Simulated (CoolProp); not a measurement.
Vapour-liquid equilibrium of chloromethane (R40) (1) + isobutene (2) at 0.225 MPa; x and y are mole fractions of (1).

The numbers come from the multi-fluid Helmholtz-energy mixture model, Thol 2014 and Lemmon 2005; pair parameters Bell 2016 in CoolProp.

| x | bubble temperature, mixture model (°C) | bubble temperature, Raoult's law (°C) | y, mixture model | y, Raoult's law |
|---|---|---|---|---|
| 0.05 | 13.3 | 14.0 | 0.107 | 0.092 |
| 0.2 | 8.4 | 10.2 | 0.347 | 0.326 |
| 0.35 | 4.9 | 6.9 | 0.515 | 0.511 |
| 0.5 | 2.2 | 4.0 | 0.648 | 0.661 |
| 0.65 | 0.0 | 1.3 | 0.761 | 0.784 |
| 0.8 | -1.8 | -1.1 | 0.866 | 0.887 |
| 0.95 | -3.5 | -3.3 | 0.967 | 0.974 |

The largest gap from Raoult's law is -2.0 K in bubble temperature, at x = 0.35. No azeotrope shows between x = 0.05 and 0.95.

Pair parameters are fitted to limited data, so mixtures are less certain than the pure fluids.
